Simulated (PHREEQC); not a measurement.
Make-up at 55 °C: 35 mmol/kgw NH4BF4. Closed to the air; pH follows from the charge balance.

The numbers come from PHREEQC with the ion-association model, wateq4f.dat.

Each row changes one thing in this solution. Precipitation was switched off in this run.

| case | pH | ionic strength (mol/kgw) | NH3 (mol/kgw) |
|---|---|---|---|
| as made | 2.91 | 0.0364 | 9.18e-8 |
| 0.00072 mol/kgw HF added | 2.89 | 0.0365 | [?] |
| 0.00089 mol/kgw TMAH added | 3.00 | 0.0370 | 1.13e-7 |
| NH4BF4 from 0.035 to 0.07 mol/kgw | 2.83 | 0.0718 | 1.45e-7 |
| NH4BF4 replaced by (NH4)2HPO4 at the same molality | 7.49 | 0.0930 | 0.00600 |
| NH4BF4 from 0.035 to 0.175 mol/kgw | 2.71 | 0.177 | [?] |

### Question
Complete the blanks.

### Answer

- 0.00072 mol/kgw HF added, NH3 (mol/kgw): 8.82e-8
- NH4BF4 from 0.035 to 0.175 mol/kgw, NH3 (mol/kgw): 2.55e-7

(CH3)4N+ isn't in the database: it is added as a free cation with an ion size of 4 Å. Away from 25 °C the constants follow the database's enthalpies or fits; those with neither stay at their 25 °C values. Real BF4- forms and hydrolyses slowly; the run takes it at equilibrium.
